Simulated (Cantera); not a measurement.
# Silicon oxide and oxynitride deposition: SiH4 + CO2 + H2

A closed system holds: 1 mol SiH4, 0.3 mol CO2, 15 mol H2, held at 1425 K and 13.0 Pa.

Equilibrium computed with Cantera from the NASA thermochemical tables; the gas is ideal and each condensed phase is pure. Candidate condensed phases: C, C6H6, C7H8, C8H18, H2O, Si, SiC, SiO2; 123 gas species. Mutual solubility and eutectic melting of coexisting phases are not modelled. The numbers say what is thermodynamically allowed, not how fast it happens.

```
Quantity                                    Value
--------------------------------------  ---------
x(H2)                                       0.965
x(SiO)                                     0.0334
x(CO)                                    0.000680
x(H)                                     0.000588
x(Si)                                     1.24e-5
n(Si(s))                                0.124 mol
n(SiC(s))                               0.288 mol
gas amount                              17.61 mol
log10 activity of C(graphite) (absent)      -2.27
```
